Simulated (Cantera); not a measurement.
A perfectly stirred reactor is fed with 0.323 % CO, 0.873 % O2, 3.89 % H2O, 94.9 % N2, at 6.40 bar; it is held at 1150 K, and followed from long to short residence time.

Cantera simulation using GRI-Mech 3.0 (53 species, 325 reactions); the numbers are that mechanism's predictions, not measurements.

One state of this run: x CO = 0.00203; x O2 = 0.00815; x H2O = 0.0389; x HO2 = 4.34e-6; x H = 7.88e-8. x: mole fraction; the columns are a selection and need not sum to one.

Which value of τ (s) does it belong to?
(A) 4.3
(B) 0.014
(C) 1.4
(D) 0.044

D, 0.044
